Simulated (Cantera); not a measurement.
# Premixed flame

A freely propagating, adiabatic, planar premixed flame of CH₄ : O₂ : N₂ = 1 : 1.54 : 5.78 (molar parts), equivalence ratio 1.3, unburnt at 650 K and 2.90 bar; multicomponent+Soret transport, grid criteria slope 0.08 and curve 0.16, no radiation.

Cantera simulation using GRI-Mech 3.0 (53 species, 325 reactions); the numbers are that mechanism's predictions, not measurements. Burning velocities carry a grid error of a few per cent, more on coarse grids.

| z (mm) | T (K) | u (m/s) | x CH₄ | x O₂ | x NO | x C₂H | x CH₃ | x CO₂ |
|---|---|---|---|---|---|---|---|---|
| -0.506 | 651 | 0.815 | 0.120 | 0.185 | <1e-8 | <1e-8 | 4.01e-8 | 9.68e-7 |
| -0.337 | 656 | 0.824 | 0.119 | 0.184 | 3.92e-8 | <1e-8 | 3.73e-7 | 1.37e-5 |
| -0.253 | 676 | 0.852 | 0.116 | 0.182 | 2.02e-7 | <1e-8 | 1.85e-6 | 9.03e-5 |
| -0.169 | 787 | 1.00 | 0.106 | 0.173 | 1.49e-6 | <1e-8 | 1.85e-5 | 0.000836 |
| -0.0843 | 1240 | 1.61 | 0.0706 | 0.129 | 1.06e-5 | <1e-8 | 0.000551 | 0.00645 |
| -0.0422 | 1636 | 2.15 | 0.0377 | 0.0838 | 2.21e-5 | 6.24e-8 | 0.00255 | 0.0141 |
| 0 | 1991 | 2.65 | 0.00967 | 0.0367 | 4.11e-5 | 1.47e-6 | 0.00333 | 0.0250 |
| 0.0422 | 2154 | 2.87 | 0.00113 | 0.0117 | 6.99e-5 | 1.99e-6 | 0.000915 | 0.0354 |
| 0.0843 | 2200 | 2.93 | 0.000104 | 0.00384 | 9.64e-5 | 4.94e-7 | 0.000117 | 0.0427 |
| 0.169 | 2229 | 2.96 | 1.42e-6 | 0.00103 | 0.000122 | 1.49e-8 | 1.87e-6 | 0.0486 |
| 0.337 | 2256 | 2.99 | <1e-8 | 0.000502 | 0.000135 | <1e-8 | <1e-8 | 0.0503 |
| 0.675 | 2281 | 3.02 | <1e-8 | 0.000247 | 0.000140 | <1e-8 | <1e-8 | 0.0504 |
| 1.35 | 2299 | 3.04 | <1e-8 | 0.000103 | 0.000143 | <1e-8 | <1e-8 | 0.0503 |
x: mole fraction of selected species; z is measured from the peak of heat release.

```json
{
  "laminar_burning_velocity": "81.3 cm/s",
  "thermal_thickness": "0.169 mm",
  "peak x(C₂H)": "2.38e-6",
  "peak x(CH₃)": "0.00370",
  "grid_points": "146"
}
```
